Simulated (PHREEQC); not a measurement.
Consider water at 25 °C with 2 mmol/kgw NH4HSO4. Closed to the air; pH follows from the charge balance.

Equilibrium calculation in PHREEQC: ion-association model, phreeqc.dat.

Precipitation was switched off in this run.

Question: What pH does the model give?

Answer: pH 2.78.

Question: In which forms is N present?

Answer: NH4+ 98 %, NH4SO4- 1.6 % of the N.

Species that the database lacks are ignored.
